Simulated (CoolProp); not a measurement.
Properties of R507A along the isotherm 86.95 °C (Tc = 70.6 °C, pc = 37.05 bar, ω = 0.286).

Values from CoolProp's reference Helmholtz-energy equation of state, Lemmon 2003. It is a pseudo-pure fit of the blend.

```json
[
 {"p (bar)": "33.7", "phase": "gas", "density (kg/m³)": "171.0", "speed of sound (m/s)": "132.4", "viscosity (µPa s)": "19.0"},
 {"p (bar)": "67.4", "phase": "supercritical", "density (kg/m³)": "732.7", "speed of sound (m/s)": "185.7", "viscosity (µPa s)": "(withheld)"},
 {"p (bar)": "101", "phase": "supercritical", "density (kg/m³)": "(withheld)", "speed of sound (m/s)": "271.0", "viscosity (µPa s)": "82.5"},
 {"p (bar)": "135", "phase": "supercritical", "density (kg/m³)": "913.5", "speed of sound (m/s)": "327.5", "viscosity (µPa s)": "93.8"},
 {"p (bar)": "168", "phase": "supercritical", "density (kg/m³)": "954.8", "speed of sound (m/s)": "370.6", "viscosity (µPa s)": "103"},
 {"p (bar)": "202", "phase": "supercritical", "density (kg/m³)": "987.7", "speed of sound (m/s)": "(withheld)", "viscosity (µPa s)": "(withheld)"},
 {"p (bar)": "236", "phase": "supercritical", "density (kg/m³)": "1015", "speed of sound (m/s)": "(withheld)", "viscosity (µPa s)": "119"},
 {"p (bar)": "269", "phase": "supercritical", "density (kg/m³)": "(withheld)", "speed of sound (m/s)": "469.2", "viscosity (µPa s)": "127"},
 {"p (bar)": "303", "phase": "supercritical", "density (kg/m³)": "1058", "speed of sound (m/s)": "496.0", "viscosity (µPa s)": "134"},
 {"p (bar)": "337", "phase": "supercritical", "density (kg/m³)": "1076", "speed of sound (m/s)": "520.7", "viscosity (µPa s)": "142"},
 {"p (bar)": "370", "phase": "supercritical", "density (kg/m³)": "(withheld)", "speed of sound (m/s)": "543.0", "viscosity (µPa s)": "(withheld)"}
]
```

**Question.** Fill in the missing entries.

**Answer.** 
- 67.4, viscosity (µPa s): 65.0
- 101, density (kg/m³): 852.3
- 202, speed of sound (m/s): 408.0
- 202, viscosity (µPa s): 111
- 236, speed of sound (m/s): 440.7
- 269, density (kg/m³): 1037
- 370, density (kg/m³): 1091
- 370, viscosity (µPa s): 149

Viscosity comes from a separate model (Geller 2000).
